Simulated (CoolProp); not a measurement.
The fluid at 364.47 K and 7.43 MPa (stagnation) flows isentropically through a choked orifice. The same conditions are run with several fluids, on thermodynamics alone (safety and materials aside).

The numbers come from the reference Helmholtz-energy equation of state of each fluid (R407C: Lemmon 2003; CH3F (R41): Lemmon 2006; normal hydrogen: Leachman 2009; C2F6 (R116): Lemmon 2006) in CoolProp. Blends and air are pseudo-pure fits.

| fluid | throat to inlet pressure ratio | mass flux (kg/(m² s)) | throat temperature (K) |
|---|---|---|---|
| R407C | 0.576 | (withheld) | 354.4 |
| CH3F (R41) | (withheld) | (withheld) | (withheld) |
| normal hydrogen | 0.521 | (withheld) | (withheld) |
| C2F6 (R116) | 0.621 | (withheld) | (withheld) |

**Question.** Some entries are withheld; supply them.

**Answer.** 
- R407C, mass flux (kg/(m² s)): 65600
- CH3F (R41), throat to inlet pressure ratio: 0.559
- CH3F (R41), mass flux (kg/(m² s)): 20300
- CH3F (R41), throat temperature (K): 318.1
- normal hydrogen, mass flux (kg/(m² s)): 4120
- normal hydrogen, throat temperature (K): 302.4
- C2F6 (R116), mass flux (kg/(m² s)): 38200
- C2F6 (R116), throat temperature (K): 344.2
